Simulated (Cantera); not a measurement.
What does this Cantera script print?

```python
import numpy as np
import cantera as ct

gas_names = """
    CL CL2 H HCL H2 Si SiCL SiCL2 SiCL3 SiCL4 SiH SiHCL3 SiH2 SiH2CL2 SiH3 SiH3CL SiH4 Si2 Si3
""".split()
cond_names = """
    Si(cr) Si(L)
""".split()


# ... load() reads the species with a 1 bar reference pressure and builds the phases ...
atoms = {
    'SiHCl3': {'Si': 1, 'H': 1, 'CL': 3},
    'HCl': {'H': 1, 'CL': 1},
    'H2': {'H': 2},
}
top_T = {}  # K; cautious upper limits of use, not melting points


# ... equilibrate(T, P, feed) seeds the gas with the atoms and calls Mixture.equilibrate('TP', solver="vcs", rtol=1e-11, max_steps=5000) ...
results = []
T = 2148  # K
P = 1333.22  # Pa
for m in [140, 170, 220, 270, 340, 420, 530, 670, 830, 1000, 1300, 1600]:
    feed = {'SiHCl3': 1, 'HCl': 0.025, 'H2': m}  # mol
    mix = equilibrate(T, P, feed)
    results.append((T, P, feed, dict(zip(mix.species_names, mix.species_moles))))

top = {s: max(r[3][s] / sum(r[3][g] for g in gas_names) for r in results) for s in gas_names}
cols = sorted((s for s in top if top[s] > 0.001), key=lambda s: -top[s])[:8]
seen = [c for c in cond_names if any(r[3].get(c, 0) > 1e-12 for r in results)]
print("log10 of partial pressures in bar; condensed amounts in mol")
print(f"{'n(H2)':>10s}" + "".join(f"{s[:9]:>10s}" for s in cols + seen))
for T, P, feed, n in results:
    ng = sum(n[g] for g in gas_names)
    print(f"{feed['H2']:10.4g}" + "".join(f"{np.log10(max(n[s] / ng * P / 1e5, 1e-99)):10.3f}" for s in cols)
          + "".join(f"{n.get(c, 0):10.4g}" for c in seen))
```

It prints:

```
log10 of partial pressures in bar; condensed amounts in mol
     n(H2)        H2         H       HCL        Si
       140    -1.903    -3.331    -3.586    -4.104
       170    -1.901    -3.330    -3.664    -4.178
       220    -1.899    -3.329    -3.770    -4.280
       270    -1.897    -3.329    -3.856    -4.363
       340    -1.896    -3.328    -3.953    -4.459
       420    -1.895    -3.328    -4.043    -4.547
       530    -1.894    -3.327    -4.143    -4.645
       670    -1.893    -3.327    -4.243    -4.745
       830    -1.893    -3.327    -4.336    -4.836
      1000    -1.893    -3.326    -4.416    -4.916
      1300    -1.892    -3.326    -4.529    -5.029
      1600    -1.892    -3.326    -4.619    -5.119
```

Equilibrium computed with Cantera from the NASA thermochemical tables; the gas is ideal and each condensed phase is pure. The tables' values for SiCl are old estimates; treat these amounts as uncertain. Gases not in the tables: Si2H6 and higher silanes.
